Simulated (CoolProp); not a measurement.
Vapour pressure (kPa) of n-decane: the reference equation beside estimates from Tc = 617.7 K, pc = 2101 kPa, ω = 0.488. Clausius-Clapeyron is anchored at 502.8 K with a constant enthalpy of vaporisation of 33.59 kJ/mol.

The numbers come from the reference Helmholtz-energy equation of state, Lemmon 2006 in CoolProp. It is a short technical equation, of lower accuracy than the large ones.

```
T (K)   reference  Clausius-Clapeyron  Redlich-Kwong  Soave-Redlich-Kwong
-----  ----------  ------------------  -------------  -------------------
490         268.5          (withheld)          486.5                272.2
492.5  (withheld)               292.7          504.6                286.5
495.1       297.6               305.6          523.8           (withheld)
497.7       313.4               318.9          543.6                318.3
500.2       329.2               332.1          563.1                334.5
502.8       346.2               346.2          583.8           (withheld)
505.3  (withheld)               360.3          604.3                369.4
507.9       381.6               375.3          626.1                388.3
510.5  (withheld)               390.8          648.4                407.9
513         419.7               406.2          670.4                427.4
515.6  (withheld)               422.7          693.8                448.5
518.1       460.6               439.0          716.8                469.5
```

Task: Some entries are withheld; supply them.

Result: 
- 490, Clausius-Clapeyron: 280.7
- 492.5, reference: 282.5
- 495.1, Soave-Redlich-Kwong: 302.1
- 502.8, Soave-Redlich-Kwong: 352.0
- 505.3, reference: 363.2
- 510.5, reference: 400.7
- 515.6, reference: 440.2

Absolute difference from the reference over all 12 rows, mean and median: Clausius-Clapeyron 2.5 and 2.6 %, Redlich-Kwong 67.8 and 67.5 %, Soave-Redlich-Kwong 1.7 and 1.7 %.
